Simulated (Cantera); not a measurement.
Cantera run:

```python
import numpy as np
import cantera as ct

gas_names = """
    CL CL2 H HCL H2 N NH NH2 NH3 N2 N2H2 N2H4 Si SiCL SiCL2 SiCL3 SiCL4 SiH SiHCL3 SiH2 SiH2CL2 SiH3
    SiH3CL SiH4 SiN Si2 Si2N Si3
""".split()
cond_names = """
    NH4CL(a) NH4CL(b) Si(cr) Si(L) Si3N4(a)
""".split()


# ... load() reads the species with a 1 bar reference pressure and builds the phases ...
atoms = {
    'SiH2Cl2': {'Si': 1, 'H': 2, 'CL': 2},
    'N2': {'N': 2},
    'H2': {'H': 2},
    'NH3': {'N': 1, 'H': 3},
}
top_T = {'Si3N4(a)': 2400}  # K; cautious upper limits of use, not melting points


# ... equilibrate(T, P, feed) seeds the gas with the atoms and calls Mixture.equilibrate('TP', solver="vcs", rtol=1e-11, max_steps=5000) ...
results = []
feed = {'SiH2Cl2': 1, 'N2': 48, 'H2': 29, 'NH3': 46}  # mol
P = 100000  # Pa
for T in [725, 875, 1025, 1175, 1325, 1475, 1625, 1775, 1925, 2075]:
    mix = equilibrate(T, P, feed)
    results.append((T, P, feed, dict(zip(mix.species_names, mix.species_moles))))
    x = sorted(zip(gas.X, gas.species_names), reverse=True)
    print(f"T = {T:g} K  P = {P:g} Pa  gas = {mix.phase_moles(0):.4g} mol")
    print("   x: " + "  ".join(f"{s} {v:.3e}" for v, s in x if v > 0.0001))
    print("   condensed (mol): " + ("  ".join(f"{mix.phase(i).name} {mix.phase_moles(i):.4g}"
          for i in range(1, mix.n_phases) if mix.phase_moles(i) > 1e-12) or "none"))
```

Result:

```
T = 725 K  P = 100000 Pa  gas = 170 mol
   x: H2 5.736e-01  N2 4.127e-01  HCL 1.176e-02  NH3 1.912e-03
   condensed (mol): Si3N4(a) 0.3333
T = 875 K  P = 100000 Pa  gas = 170.3 mol
   x: H2 5.750e-01  N2 4.129e-01  HCL 1.175e-02  NH3 4.177e-04
   condensed (mol): Si3N4(a) 0.3333
T = 1025 K  P = 100000 Pa  gas = 170.3 mol
   x: H2 5.752e-01  N2 4.129e-01  HCL 1.174e-02  NH3 1.388e-04
   condensed (mol): Si3N4(a) 0.3333
T = 1175 K  P = 100000 Pa  gas = 170.3 mol
   x: H2 5.753e-01  N2 4.129e-01  HCL 1.174e-02
   condensed (mol): Si3N4(a) 0.3333
T = 1325 K  P = 100000 Pa  gas = 170.3 mol
   x: H2 5.753e-01  N2 4.129e-01  HCL 1.174e-02
   condensed (mol): Si3N4(a) 0.3333
T = 1475 K  P = 100000 Pa  gas = 170.3 mol
   x: H2 5.753e-01  N2 4.129e-01  HCL 1.174e-02
   condensed (mol): Si3N4(a) 0.3333
T = 1625 K  P = 100000 Pa  gas = 170.3 mol
   x: H2 5.753e-01  N2 4.129e-01  HCL 1.172e-02
   condensed (mol): Si3N4(a) 0.3328
T = 1775 K  P = 100000 Pa  gas = 170.4 mol
   x: H2 5.752e-01  N2 4.129e-01  HCL 1.165e-02  H 2.195e-04
   condensed (mol): Si3N4(a) 0.3307
T = 1925 K  P = 100000 Pa  gas = 170.4 mol
   x: H2 5.748e-01  N2 4.128e-01  HCL 1.139e-02  H 7.248e-04  SiCL2 1.620e-04
   condensed (mol): Si3N4(a) 0.3227
T = 2075 K  P = 100000 Pa  gas = 171.2 mol
   x: H2 5.718e-01  N2 4.147e-01  HCL 1.073e-02  H 2.014e-03  SiCL2 4.431e-04  Si 1.019e-04
   condensed (mol): Si(L) 0.8688
```

Method: chemical equilibrium by Gibbs-energy minimisation in Cantera with the NASA 1993 tables (ideal gas, pure condensed phases). The tables' values for SiCl, SiN are old estimates; treat these amounts as uncertain. Gases not in the tables: Si2H6 and higher silanes.
